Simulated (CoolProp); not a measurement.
R123 at 176 K and 0.169 MPa flows at 10 m/s in a round tube of 6 mm bore and 15 µm roughness, fully developed (64/Re and Nu = 3.66 if laminar; Colebrook and Gnielinski if turbulent). Each further row changes one setting.

Model: reference Helmholtz-energy equation of state, Younglove 1994, in CoolProp. It is a modified Benedict-Webb-Rubin equation, recast in Helmholtz form.

| case | Reynolds number | Darcy friction factor | pressure drop (Pa/m) | heat-transfer coefficient (W/(m² K)) | mass flow (kg/h) |
|---|---|---|---|---|---|
| as stated | 31100 | 0.0289 | 422000 | 7810 | 1780 |
| velocity 20 m/s | 62200 | 0.0271 | 1580000 | 15300 | 3560 |
| diameter 12 mm | 62200 | 0.0241 | 175000 | 7140 | 7120 |

Viscosity comes from a separate model (Tanaka 1996). Thermal conductivity comes from a separate model (Laesecke 1996).
